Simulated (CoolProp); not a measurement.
Vapour-liquid equilibrium of toluene (1) + p-xylene (2) at 61.35 °C; x and y are mole fractions of (1).

Values from CoolProp's multi-fluid Helmholtz-energy mixture model, Lemmon 2006 and Zhou 2012; pair parameters Bell 2016.

| x | bubble pressure, mixture model (kPa) | bubble pressure, Raoult's law (kPa) | y, mixture model | y, Raoult's law |
|---|---|---|---|---|
| 0.05 | 7.906 | 7.898 | 0.124 | 0.124 |
| 0.125 | 8.846 | 8.818 | 0.279 | 0.277 |
| 0.2 | 9.791 | 9.738 | 0.404 | 0.402 |
| 0.275 | 10.74 | 10.66 | 0.507 | 0.505 |
| 0.35 | 11.68 | 11.58 | 0.593 | 0.591 |
| 0.425 | 12.61 | 12.50 | 0.666 | 0.665 |
| 0.5 | 13.54 | 13.42 | 0.729 | 0.729 |
| 0.575 | 14.46 | 14.34 | 0.783 | 0.784 |
| 0.65 | 15.37 | 15.26 | 0.831 | 0.833 |
| 0.725 | 16.27 | 16.18 | 0.874 | 0.876 |
| 0.8 | 17.17 | 17.10 | 0.912 | 0.915 |
| 0.875 | 18.06 | 18.02 | 0.947 | 0.949 |
| 0.95 | 18.96 | 18.94 | 0.980 | 0.981 |

The largest gap from Raoult's law is +0.9 % in bubble pressure, at x = 0.425. No azeotrope shows between x = 0.05 and 0.95.

The pair parameters rest on a limited set of measurements; away from them the model extrapolates.
